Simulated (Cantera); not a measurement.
Feed: 1 mol Si₂Cl₆, 0.2 mol NH₃, 3 mol N₂, held at 1175 K and 26.3 Torr.

Cantera equilibrium calculation (NASA polynomials, part measured and part estimated; ideal gas, pure solids and liquids). Candidate condensed phases: NH₄Cl, Si, Si₃N₄; 28 gas species. The feed counts by its element totals alone. The tables' values for SiCl₃ are old estimates; treat these amounts as uncertain. Rates play no part.

Q: What is the equilibrium state?

A: 
| Quantity | Result |
|---|---|
| x(N₂) | 0.580 |
| x(SiCl₄) | 0.293 |
| x(HCl) | 0.116 |
| x(H₂) | 0.00693 |
| x(SiCl₃) | 0.00312 |
| x(SiHCl₃) | 0.000414 |
| x(SiCl₂) | 0.000325 |
| n(Si₃N₄(s)) | 0.210 mol |
| gas amount | 4.618 mol |
| log10 activity of Si(s) (absent) | -4.13 |
